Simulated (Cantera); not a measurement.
## Thermodynamics of hydrogen reduction and annealing atmospheres, feed V2O3 + H2 + H2O

A closed system holds: 1 mol V2O3, 570 mol H2, 0.034 mol H2O, equilibrated at 2.50 bar.

Equilibrium computed with Cantera from the NASA thermochemical tables; the gas is ideal and each condensed phase is pure. Candidate condensed phases: H2O, V, VO, V2O3, V2O4, V2O5; 12 gas species. Mutual solubility and eutectic melting of coexisting phases are not modelled. VO: taken at fixed stoichiometry. Condensed phases not in the tables: the oxides between V2O3 and V2O5 other than VO2. The numbers say what is thermodynamically allowed, not how fast it happens.

```json
[
 {"T (°C)": "602", "log p H2": "0.40", "log p H": "-10.10", "log p H2O": "-3.83", "log p VO": "<-11", "n V2O3(s)": "1.00", "n VO(s)": "0", "n VO(l)": "0"},
 {"T (°C)": "702", "log p H2": "0.40", "log p H": "-8.74", "log p H2O": "-3.83", "log p VO": "<-11", "n V2O3(s)": "1.00", "n VO(s)": "0", "n VO(l)": "0"},
 {"T (°C)": "802", "log p H2": "0.40", "log p H": "-7.63", "log p H2O": "-3.48", "log p VO": "<-11", "n V2O3(s)": "0.958", "n VO(s)": "0.0832", "n VO(l)": "0"},
 {"T (°C)": "902", "log p H2": "0.40", "log p H": "-6.71", "log p H2O": "-3.05", "log p VO": "<-11", "n V2O3(s)": "0.829", "n VO(s)": "0.343", "n VO(l)": "0"},
 {"T (°C)": "1002", "log p H2": "0.40", "log p H": "-5.93", "log p H2O": "-2.68", "log p VO": "<-11", "n V2O3(s)": "0.558", "n VO(s)": "0.883", "n VO(l)": "0"},
 {"T (°C)": "1102", "log p H2": "0.40", "log p H": "-5.27", "log p H2O": "-2.37", "log p VO": "<-11", "n V2O3(s)": "0.0615", "n VO(s)": "1.88", "n VO(l)": "0"},
 {"T (°C)": "1202", "log p H2": "0.40", "log p H": "-4.69", "log p H2O": "-2.34", "log p VO": "-10.59", "n V2O3(s)": "0", "n VO(s)": "2.00", "n VO(l)": "0"},
 {"T (°C)": "1302", "log p H2": "0.40", "log p H": "-4.18", "log p H2O": "-2.34", "log p VO": "-9.39", "n V2O3(s)": "0", "n VO(s)": "2.00", "n VO(l)": "0"},
 {"T (°C)": "1402", "log p H2": "0.40", "log p H": "-3.74", "log p H2O": "-2.34", "log p VO": "-8.35", "n V2O3(s)": "0", "n VO(s)": "2.00", "n VO(l)": "0"},
 {"T (°C)": "1502", "log p H2": "0.40", "log p H": "-3.34", "log p H2O": "-2.34", "log p VO": "-7.43", "n V2O3(s)": "0", "n VO(s)": "2.00", "n VO(l)": "0"},
 {"T (°C)": "1602", "log p H2": "0.40", "log p H": "-2.98", "log p H2O": "-2.34", "log p VO": "-6.61", "n V2O3(s)": "0", "n VO(s)": "2.00", "n VO(l)": "0"},
 {"T (°C)": "1702", "log p H2": "0.40", "log p H": "-2.67", "log p H2O": "-2.34", "log p VO": "-5.88", "n V2O3(s)": "0", "n VO(s)": "2.00", "n VO(l)": "0"},
 {"T (°C)": "1802", "log p H2": "0.40", "log p H": "-2.38", "log p H2O": "-2.34", "log p VO": "-5.24", "n V2O3(s)": "0", "n VO(s)": "0", "n VO(l)": "2.00"},
 {"T (°C)": "1902", "log p H2": "0.40", "log p H": "-2.11", "log p H2O": "-2.34", "log p VO": "-4.71", "n V2O3(s)": "0", "n VO(s)": "0", "n VO(l)": "1.99"}
]
```
log p: log10 of the partial pressure in bar; n: condensed amount in mol.

From 602 °C to 702 °C the condensed part is V2O3(s). From 802 °C to 1102 °C the condensed part is VO(s) + V2O3(s). From 1202 °C to 1702 °C the condensed part is VO(s). From 1802 °C to 1902 °C the condensed part is VO(l).
